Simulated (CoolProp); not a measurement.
Octamethylcyclotetrasiloxane (D4) along the isobar 0.101 MPa: density (kg/m³) from the reference equation and from simpler models built on Tc = 313.4 °C, pc = 1.347 MPa, ω = 0.598; each cubic takes its own stable root.

Computed with CoolProp (reference Helmholtz-energy equation of state, Thol 2015).

| T (°C) | phase | reference |
|---|---|---|
| 80.95 | liquid | 886.1 |
| 92.25 | liquid | 872.7 |
| 103.65 | liquid | 859.0 |
| 115.05 | liquid | 845.0 |
| 126.35 | liquid | 830.9 |
| 137.75 | liquid | 816.5 |
| 149.05 | liquid | 801.8 |
| 160.45 | liquid | 786.6 |
| 171.85 | liquid | 770.9 |
| 183.15 | gas | 8.507 |
| 194.55 | gas | 8.240 |
| 205.85 | gas | 7.996 |
| 217.25 | gas | 7.767 |
| 228.65 | gas | 7.553 |

Q: How far does each simpler model (van der Waals, Soave-Redlich-Kwong, Peng-Robinson) lie from the reference over these 14 states: mean and median of the absolute difference, and the worst?

A: 
- van der Waals: mean 64.4 %, median 98.8 %, worst -98.9 % at 171.85 °C and 0.101 MPa
- Soave-Redlich-Kwong: mean 6.2 %, median 9.2 %, worst -10.1 % at 80.95 °C and 0.101 MPa
- Peng-Robinson: mean 1.5 %, median 1.8 %, worst +2.7 % at 160.45 °C and 0.101 MPa

At some of these states van der Waals gives the other phase, because its saturation line lies elsewhere.
